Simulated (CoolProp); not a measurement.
Vapour-liquid equilibrium of isobutane (1) + n-butane (2) at 1.84 MPa; x and y are mole fractions of (1).

The numbers come from the multi-fluid Helmholtz-energy mixture model, Bücker 2006 and Bücker 2006; pair parameters Kunz 2012 in CoolProp.

```csv
x,bubble temperature (°C),y at the bubble point,dew temperature at overall composition x (°C),liquid density (mol/L)
0.05,109.1,0.058,109.2,7.706
0.125,108.1,0.143,108.3,7.697
0.2,107.0,0.226,107.3,7.687
0.275,106.0,0.307,106.4,7.677
0.35,104.9,0.386,105.4,7.665
0.425,103.9,0.464,104.4,7.654
0.5,102.8,0.539,103.4,7.641
0.575,101.8,0.613,102.3,7.628
0.65,100.8,0.686,101.3,7.615
0.725,99.7,0.756,100.2,7.602
0.8,98.7,0.825,99.1,7.588
0.875,97.6,0.892,97.9,7.573
0.95,96.6,0.957,96.7,7.559
```

No azeotrope shows between x = 0.05 and 0.95.

The pair parameters rest on a limited set of measurements; away from them the model extrapolates.
